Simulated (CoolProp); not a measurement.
n-nonane along the isotherm 238.15 °C: Z from the reference equation and from simpler models built on Tc = 321.4 °C, pc = 2.282 MPa, ω = 0.443; each cubic takes its own stable root.

The numbers come from the reference Helmholtz-energy equation of state, Lemmon 2006 in CoolProp. It is a short technical equation, of lower accuracy than the large ones.

```json
[
 {"p (MPa)": "0.0361", "phase": "gas", "reference": "0.9902"},
 {"p (MPa)": "0.0583", "phase": "gas", "reference": "0.9841"},
 {"p (MPa)": "0.0942", "phase": "gas", "reference": "0.9741"},
 {"p (MPa)": "0.152", "phase": "gas", "reference": "0.9576"},
 {"p (MPa)": "0.246", "phase": "gas", "reference": "0.9295"},
 {"p (MPa)": "0.397", "phase": "gas", "reference": "0.8807"},
 {"p (MPa)": "1.04", "phase": "liquid", "reference": "0.06062"},
 {"p (MPa)": "1.67", "phase": "liquid", "reference": "0.09667"},
 {"p (MPa)": "2.71", "phase": "liquid", "reference": "0.1553"},
 {"p (MPa)": "4.37", "phase": "liquid", "reference": "0.2468"},
 {"p (MPa)": "7.06", "phase": "liquid", "reference": "0.3911"},
 {"p (MPa)": "11.4", "phase": "liquid", "reference": "0.6159"}
]
```

Problem. How far does each simpler model (van der Waals, Redlich-Kwong, Soave-Redlich-Kwong) lie from the reference over these 12 states: mean and median of the absolute difference, and the worst?

Solution. 
- van der Waals: mean 124.2 %, median 31.6 %, worst +1137.9 % at 238.15 °C and 1.04 MPa
- Redlich-Kwong: mean 13.2 %, median 10.1 %, worst +32.8 % at 238.15 °C and 1.04 MPa
- Soave-Redlich-Kwong: mean 9.3 %, median 7.7 %, worst +21.4 % at 238.15 °C and 1.04 MPa

At some of these states van der Waals gives the other phase, because its saturation line lies elsewhere.
